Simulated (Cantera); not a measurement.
# Equilibrium for carbon deposition, reforming and gasification: toluene + H2O

Input: 1 mol toluene, 3.8 mol H2O, at 0.133 bar.

These are equilibrium values from Cantera (NASA tables, ideal gas, pure condensed phases), not measurements of a reactor. Candidate condensed phases: C, C6H6, C7H8, C8H18, H2O; 110 gas species. The numbers say what is thermodynamically allowed, not how fast it happens.

```
T (°C)  log p H2  log p CO  log p H  log p H2O  log p CO2  n C(graphite)
------  --------  --------  -------  ---------  ---------  -------------
727        -1.05     -1.38    -9.17      -2.84      -3.01           3.34
877        -1.05     -1.36    -7.65      -3.74      -4.13           3.21
1027       -1.05     -1.36    -6.48      -4.45      -5.01           3.20
1177       -1.05     -1.36    -5.55      -5.01      -5.70           3.20
1327       -1.05     -1.36    -4.79      -5.47      -6.26           3.20
1477       -1.05     -1.36    -4.16      -5.84      -6.71           3.20
1627       -1.05     -1.36    -3.62      -6.16      -7.09           3.19
1777       -1.05     -1.36    -3.17      -6.43      -7.42           3.18
1927       -1.06     -1.36    -2.78      -6.66      -7.69           3.16
```
log p: log10 of the partial pressure in bar; n: condensed amount in mol.

From 727 °C to 1927 °C the condensed part is C(graphite). The main C-bearing gas is CO throughout. The share of C in condensed phases is highest at 727 °C (47.7 %) and lowest at 1927 °C (45.1 %).
